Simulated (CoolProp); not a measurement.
A single-stage vapour-compression cycle with R236FA: evaporating at 250.15 K (dew point), condensing at 305.15 K (bubble point), superheat 2 K, subcooling 8 K, compressor efficiency 0.8, no pressure losses. Each further row changes one setting.

The numbers come from the reference Helmholtz-energy equation of state, Pan 2012 in CoolProp.

```
case                              cooling COP  pressure ratio  discharge temperature (K)  refrigerating effect (kJ/kg)  volumetric capacity (kJ/m³)
--------------------------------  -----------  --------------  -------------------------  ----------------------------  ---------------------------
as stated                                2.95            9.07                      308.2                           115                          321
evaporating temperature 255.15 K         3.41            7.08                      307.5                           118                          418
condensing temperature 300.15 K          3.36            7.72                      303.8                           121                          338
subcooling 13 K                          3.11            9.07                      308.2                           121                          338
superheat 12 K                           3.01            9.07                 (withheld)                           123                   (withheld)
compressor efficiency 0.7                2.58            9.07                 (withheld)                           115                          321
```

**Question.** What belongs in the gaps?

**Answer.** 
- superheat 12 K, discharge temperature (K): 318.7
- superheat 12 K, volumetric capacity (kJ/m³): 328
- compressor efficiency 0.7, discharge temperature (K): 314.4
